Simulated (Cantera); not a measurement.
A closed system holds: 1 mol Si2H6, 0.25 mol NO, equilibrated at 7.50 Torr.

Method: chemical equilibrium by Gibbs-energy minimisation in Cantera with the NASA 1993 tables (ideal gas, pure condensed phases). Candidate condensed phases: H2O, Si, SiO2, Si2N2O, Si3N4; 35 gas species. The feed counts by its element totals alone. Mutual solubility and eutectic melting of coexisting phases are not modelled. The tables hold silica as quartz up to 1696 K and as liquid above; real silica turns to tridymite and cristobalite and melts near 1996 K. The numbers say what is thermodynamically allowed, not how fast it happens. All values below are at 1025 °C.

Base state: H2 0.999, SiO 0.000725, H 1.07e-5 (mole fractions); condensed: Si(s) + SiO2(β-quartz) + Si2N2O(s).

Problem. What changes in the equilibrium state with this change: Si2H6 replaced by TEOS?

Solution. 
```
species                before    after
-------------------  --------  -------
H2                      0.999    0.801
CO                          0    0.193
N2                    1.90e-8  0.00568
SiO                  0.000725  1.08e-5
CH4                         0  5.11e-5
HCN                         0  1.37e-5
H2O                   2.68e-7  1.44e-5
H                     1.07e-5  9.59e-6
Si(s), mol               1.69        0
SiO2(β-quartz), mol    0.0614    0.892
Si2N2O(s), mol          0.125   0.0541
C(graphite), mol            0     5.59
```
Further candidate phases: C, C6H6, C7H8, C8H18, SiC.
